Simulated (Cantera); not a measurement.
An isothermal, constant-pressure homogeneous reactor starts with 10.0 % H2, 76.9 % O2, 13.1 % N2, equivalence ratio 0.065, at 1375 K and 10.00 Torr.

Detailed kinetics in Cantera: the H2/O2 subset of GRI-Mech 3.0, which has no nitrogen chemistry. Radical loss at walls, strong at low pressure, is not modelled. The temperature is held fixed by assumption; the heat of reaction is taken as removed at once.

x: mole fraction; the columns are a selection and need not sum to one.

```tsv
t (s)	x H2	x O2	x H2O2	x H	x OH	x HO2
4.00e-5	0.1000	0.769	3.13e-11	3.87e-8	2.14e-8	5.05e-8
0.000100	0.1000	0.769	1.94e-10	1.41e-7	1.17e-7	1.27e-7
0.000252	0.1000	0.769	…	…	…	…
0.000633	0.0963	0.767	9.15e-9	0.00116	0.00108	1.60e-6
0.00159	…	0.696	1.11e-7	…	0.00976	3.25e-6
0.00399	0.00314	0.699	1.09e-7	0.0196	0.00942	3.23e-6
0.0100	0.00278	0.707	1.10e-7	0.0158	0.00891	3.21e-6
0.0252	0.00204	0.722	1.08e-7	0.00940	0.00771	3.07e-6
0.0632	0.000985	0.741	9.20e-8	0.00297	0.00542	2.50e-6
0.159	0.000268	0.752	5.62e-8	0.000408	0.00285	1.37e-6
0.398	5.26e-5	0.756	2.52e-8	3.51e-5	0.00127	4.61e-7
1.00	1.06e-5	0.757	9.89e-9	3.18e-6	0.000570	1.34e-7
```

**Question.** Fill in the missing entries.

**Answer.** 
- 0.000252, x H2O2: 1.18e-9
- 0.000252, x H: 2.01e-6
- 0.000252, x OH: 1.88e-6
- 0.000252, x HO2: 3.20e-7
- 0.00159, x H2: 0.00342
- 0.00159, x H: 0.0215
